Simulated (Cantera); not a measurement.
## Adiabatic ignition

An adiabatic, constant-pressure homogeneous reactor starts with CH4 : O2 : N2 = 0.51 : 1.33 : 12.5 (molar parts), equivalence ratio 0.77, at 1750 K and 1130 Torr.

Model: GRI-Mech 3.0 (53 species, 325 reactions), integrated in Cantera.

```csv
t (s),T (K),x CH4,x O2,x HO2,x CH3,x CO2
7.00e-6,1750,0.0355,0.0927,1.67e-6,2.12e-5,2.18e-9
1.66e-5,1750,0.0355,0.0927,3.48e-6,5.69e-5,2.22e-8
3.94e-5,1750,0.0353,0.0927,6.15e-6,0.000166,3.14e-7
9.36e-5,1751,0.0343,0.0921,1.54e-5,0.000600,8.75e-6
0.000222,2149,<1e-12,0.0283,4.67e-6,<1e-12,0.0187
0.000528,2350,<1e-12,0.0244,2.28e-6,<1e-12,0.0268
0.00125,2417,<1e-12,0.0227,1.98e-6,<1e-12,0.0305
0.00297,2426,<1e-12,0.0222,1.96e-6,<1e-12,0.0311
0.00706,2424,<1e-12,0.0217,1.92e-6,<1e-12,0.0312
0.0168,2421,<1e-12,0.0209,1.85e-6,<1e-12,0.0312
0.0398,2417,<1e-12,0.0200,1.78e-6,<1e-12,0.0312
0.0945,2416,<1e-12,0.0197,1.75e-6,<1e-12,0.0312
0.224,2416,<1e-12,0.0197,1.74e-6,<1e-12,0.0312
0.532,2416,<1e-12,0.0197,1.74e-6,<1e-12,0.0312
1.26,2416,<1e-12,0.0197,1.74e-6,<1e-12,0.0312
3.00,2416,<1e-12,0.0197,1.74e-6,<1e-12,0.0312
```
x: mole fraction; the columns are a selection and need not sum to one.

| Quantity | Result |
|---|---|
| time of steepest temperature rise | 0.191 ms |
| temperature at 3.00 s | 2416 K |
| equilibrium temperature | 2416 K |
| x(CH4) at 3.00 s | <1e-12 (gas-phase equilibrium <1e-12) |
| x(O2) at 3.00 s | 0.0197 (gas-phase equilibrium 0.0197) |
| x(HO2) at 3.00 s | 1.74e-6 (gas-phase equilibrium 1.74e-6) |
